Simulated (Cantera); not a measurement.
Charge: 1 mol Nb2O5, 36 mol H2, 0.38 mol H2O, equilibrated at 2175 K and 63.0 Pa.

Equilibrium computed with Cantera from the NASA thermochemical tables; the gas is ideal and each condensed phase is pure. Candidate condensed phases: H2O, Nb, NbO, NbO2, Nb2O5; 12 gas species. Rates play no part.

Base state: H2 0.750, H 0.168, NbO2 0.0467, H2O 0.0327, OH 0.000987, NbO 0.000975, O 0.000155 (mole fractions); condensed: gas only.

What changes in the equilibrium state with this change: temperature from 2175 K to 1873.15 K?


```json
[
 {"species": "H2", "before": "0.750", "after": "0.937"},
 {"species": "H2O", "before": "0.0327", "after": "0.0374"},
 {"species": "H", "before": "0.168", "after": "0.0249"},
 {"species": "NbO2", "before": "0.0467", "after": "0.000713"},
 {"species": "NbO", "before": "0.000975", "after": "4.48e-6"},
 {"species": "O", "before": "0.000155", "after": "1.55e-6"},
 {"species": "OH", "before": "0.000987", "after": "7.72e-5"},
 {"species": "NbO2(s), mol", "before": "0", "after": "1.97"}
]
```
Condensed phases not in the tables: the oxides between NbO2 and Nb2O5.
